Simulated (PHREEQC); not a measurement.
1 kg of water holding 0.37 mol/kgw Na2SO4, 0.095 mol/kgw KCl, 0.012 mol/kgw NaHCO3 and 0.59 mol/kgw Na2CO3 is evaporated at 5 °C; the solids stay in contact with the brine. No CO2 enters from the air. Only these solids could form: Arcanite, Burkeite, Glaserite, Halite, Kalicinite, Mirabilite, Misenite, Nahcolite, Natron, Sylvite, Thenardite, Trona.

All values are PHREEQC results (Pitzer model, pitzer.dat), not measurements.

```csv
water left (kg),ionic strength,water activity,Mirabilite (mol),Cl in solution (mol/kgw),K in solution (mol/kgw),C in solution (mol/kgw),pH
0.9892,2.84,0.966,0.0599,0.0960,0.0960,0.609,11.39
0.7989,3.26,…,0.128,0.119,0.119,0.754,11.38
0.6431,3.80,0.955,0.180,0.148,0.148,0.936,11.36
0.5154,4.51,0.947,0.221,0.184,0.184,1.17,11.34
0.4109,5.43,0.936,0.252,0.231,0.231,1.47,11.31
0.3252,6.63,0.922,0.277,0.292,0.292,1.85,11.29
0.255,…,0.901,0.296,0.373,0.373,2.36,11.27
0.1975,…,0.868,0.310,0.481,0.481,3.05,11.25
0.1508,13.5,0.813,0.319,0.630,0.630,3.99,11.25
0.1139,17.9,0.716,0.318,0.834,0.834,5.29,11.25
```

Question: Complete the blanks.

Answer: 
- 0.7989, water activity: 0.961
- 0.255, ionic strength: 8.24
- 0.1975, ionic strength: 10.4

Constants without temperature data keep their 25 °C values here.
